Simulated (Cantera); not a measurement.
An isothermal, constant-pressure homogeneous reactor starts with CO : O2 : H2O : N2 = 0.0042 : 0.0076 : 0.001 : 1 (molar parts), equivalence ratio 0.28, at 950 K and 0.987 atm.

Computed with Cantera and GRI-Mech 3.0 (53 species, 325 reactions).

Task: Predict: x(CO) at 90.0 s; x(O2) at 90.0 s; x(H2O) at 90.0 s; x(NO2) at 90.0 s; x(O) at 90.0 s.

Result: 
```
Item                                                 Result
----------------  -----------------------------------------
x(CO) at 90.0 s     0.000458 (gas-phase equilibrium <1e-12)
x(O2) at 90.0 s     0.00567 (gas-phase equilibrium 0.00544)
x(H2O) at 90.0 s  0.000988 (gas-phase equilibrium 0.000989)
x(NO2) at 90.0 s    2.72e-9 (gas-phase equilibrium 3.96e-8)
x(O) at 90.0 s     2.77e-8 (gas-phase equilibrium 2.36e-12)
```
